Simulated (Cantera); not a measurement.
A perfectly stirred reactor is fed with CH4 : C2H6 : O2 : N2 = 1 : 0.12 : 2.63 : 9.89 (molar parts), at 0.300 bar; it is adiabatic with a 775 K inlet, and is followed from long to short residence time, starting on the burning branch (τ in s: 0.048, 0.025, 0.013, 0.0065, 0.0033, 0.0017, 0.00086, 0.00044, 0.00023, 0.00012, 5.9e-05).

Cantera simulation using GRI-Mech 3.0 (53 species, 325 reactions); the numbers are that mechanism's predictions, not measurements.

Predict: blow-out, bracketed by the residence times tried; x(CH4) at τ = 48.0 ms; x(C2H6) at τ = 48.0 ms; x(O2) at τ = 48.0 ms; x(NO) at τ = 48.0 ms; x(H) at τ = 48.0 ms; x(CH4) at τ = 1.70 ms; x(C2H6) at τ = 1.70 ms; x(O2) at τ = 1.70 ms; x(NO) at τ = 1.70 ms; x(H) at τ = 1.70 ms.


- blow-out, bracketed by the residence times tried: burning at 0.120 ms, out at 59.0 µs
- x(CH4) at τ = 48.0 ms: 4.69e-6
- x(C2H6) at τ = 48.0 ms: 8.58e-8
- x(O2) at τ = 48.0 ms: 0.0239
- x(NO) at τ = 48.0 ms: 0.00203
- x(H) at τ = 48.0 ms: 0.00280
- x(CH4) at τ = 1.70 ms: 7.37e-5
- x(C2H6) at τ = 1.70 ms: 2.17e-6
- x(O2) at τ = 1.70 ms: 0.0329
- x(NO) at τ = 1.70 ms: 0.000118
- x(H) at τ = 1.70 ms: 0.0108
